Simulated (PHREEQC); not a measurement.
Consider water at 35 °C with 33 mmol/kgw ZnCl2, 130 mmol/kgw KCl and 1.4 mmol/kgw H2SO4. Closed to the air; pH follows from the charge balance.

All values are PHREEQC results (ion-association model, phreeqc.dat), not measurements.

No solid was allowed to form.

Order these S species by the share of S that they hold, largest first: Zn(SO4)2-2, SO4-2, HSO4-, KSO4-, ZnSO4.

SO4-2 (53 %), ZnSO4 (26 %), KSO4- (15 %), HSO4- (5.3 %), Zn(SO4)2-2 (0.29 %)

The pH is 2.67 and the ionic strength 0.217 mol/kgw. Complexes and solids missing from the database can't appear.
